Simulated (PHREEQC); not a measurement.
A solution holds 4.7 mmol/kgw KOH, 5.5 mmol/kgw Na2SiO3 and 0.28 mmol/kgw K3PO4, at 71 °C. Closed to the air; pH follows from the charge balance.

Equilibrium calculation in PHREEQC: ion-association model, phreeqc.dat.

This is a speciation only: nothing precipitates in the calculation.

Q: Order these P species by the share of P that they hold, largest first: HPO4-2, NaHPO4-, KHPO4-, PO4-3.

A: HPO4-2 (89 %), PO4-3 (9.8 %), NaHPO4- (1.1 %), KHPO4- (0.55 %)

Q: Order these Si species by the share of Si that they hold, largest first: H4SiO4, H2SiO4-2, H3SiO4-.

A: H3SiO4- (92 %), H2SiO4-2 (4.8 %), H4SiO4 (3.0 %)

The pH is 10.72 and the ionic strength 0.0171 mol/kgw. Complexes and solids missing from the database can't appear. Constants without temperature data keep their 25 °C values here.
